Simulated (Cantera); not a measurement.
A closed system holds: 1 mol CH3OH, 0.013 mol NH3, 1.7 mol H2, 4.3 mol H2O, held at 2.20 mbar.

These are equilibrium values from Cantera (NASA tables, ideal gas, pure condensed phases), not measurements of a reactor. Candidate condensed phases: C, C6H6, C7H8, C8H18, H2O; 169 gas species. Ions and electrons are included (thermal ionisation). Equilibrium is a limit: real reactors are often held back by kinetics, nucleation or transport.

Task: At 3477 °C, list the 5 most abundant gas species with their mole fractions, and the condensed phases.

Result: H 0.750, O 0.201, CO 0.0469, H2 0.00123, OH 0.000577. Condensed: gas only.
